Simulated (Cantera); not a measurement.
What does this Cantera script print?

```python
import numpy as np
import cantera as ct

gas_names = """
    H H2 H2S Ni NiS S SH S2 S8
""".split()
cond_names = """
    Ni(cr) Ni(L) NiS(b) NiS(a) NiS(L) NiS2(s) NiS2(L) Ni3S2(I) Ni3S2(II) Ni3S2(L) Ni3S4(s) S(cr1) S(cr2)
    S(L)
""".split()


def load(file, names, dense=False):
    # The tables refer to 1 bar. Condensed volumes are neglected.
    table = {s.name: s for s in ct.Species.list_from_file(file)}
    out = []
    for n in names:
        d = dict(table[n].input_data)
        d["thermo"] = dict(d["thermo"], **{"reference-pressure": 1e5})
        if dense:
            d["equation-of-state"] = {"model": "constant-volume", "density": "1e6 g/cm^3"}
        out.append(ct.Species.from_dict(d))
    return out


gas = ct.Solution(thermo="ideal-gas", species=load("nasa_gas.yaml", gas_names))
cond = {s.name: ct.Solution(thermo="fixed-stoichiometry", species=[s], name=s.name)
        for s in load("nasa_condensed.yaml", cond_names, dense=True)}
atoms = {
    'NiS': {'Ni': 1, 'S': 1},
    'H2': {'H': 2},
}
top_T = {'Ni3S4(s)': 620}  # K; cautious upper limits of use, not melting points


def equilibrate(T, P, feed):
    n = {}
    for name, mol in feed.items():
        for a, k in atoms[name].items():
            n[a] = n.get(a, 0.0) + k * mol
    gas.TPX = T, P, n
    mass = sum(n.values()) * gas.mean_molecular_weight
    gas.equilibrate("TP")
    valid = [c for c in cond.values() if c.min_temp <= T <= top_T.get(c.name, c.max_temp)]
    mix = ct.Mixture([(gas, mass / gas.mean_molecular_weight)] + [(c, 0.0) for c in valid])
    mix.T, mix.P = T, P
    mix.equilibrate("TP", solver="vcs", rtol=1e-11, max_steps=5000)
    return mix


results = []
feed = {'NiS': 1, 'H2': 0.32}  # mol
T = 2050  # K
P = 57  # Pa
mix = equilibrate(T, P, feed)
results.append((T, P, feed, dict(zip(mix.species_names, mix.species_moles))))
print(gas.report(threshold=1e-06))
for i in range(1, mix.n_phases):
    print(f"{mix.phase(i).name:16s} {mix.phase_moles(i):12.5e} mol")
```

Output:

```
       temperature   2050 K
          pressure   57 Pa
           density   0.00016252 kg/m^3
  mean mol. weight   48.598 kg/kmol
   phase of matter   gas

                          1 kg             1 kmol
                     ---------------   ---------------
          enthalpy        6.8232e+06         3.316e+08  J
   internal energy        6.4725e+06        3.1455e+08  J
           entropy            6431.1        3.1254e+05  J/K
    Gibbs function       -6.3605e+06       -3.0911e+08  J
 heat capacity c_p            595.81             28955  J/K
 heat capacity c_v            424.72             20641  J/K

                      mass frac. Y      mole frac. X     chem. pot. / RT
                     ---------------   ---------------   ---------------
                 H        0.00074956          0.036138           -14.481
                H2         0.0060003           0.14464           -28.963
               H2S        0.00054982        0.00078413           -45.781
                Ni           0.58017           0.48038           -8.0208
               NiS          0.095868          0.051337           -24.839
                 S          0.053131          0.080538           -16.818
                SH         0.0090535          0.013305           -31.299
                S2           0.25448           0.19288           -33.636
     [   +1 minor]        1.4286e-25        2.7069e-26

Ni(L)             0.00000e+00 mol
NiS(L)            0.00000e+00 mol
NiS2(L)           0.00000e+00 mol
Ni3S2(L)          0.00000e+00 mol
S(L)              0.00000e+00 mol
```

Method: chemical equilibrium by Gibbs-energy minimisation in Cantera with the NASA 1993 tables (ideal gas, pure condensed phases).
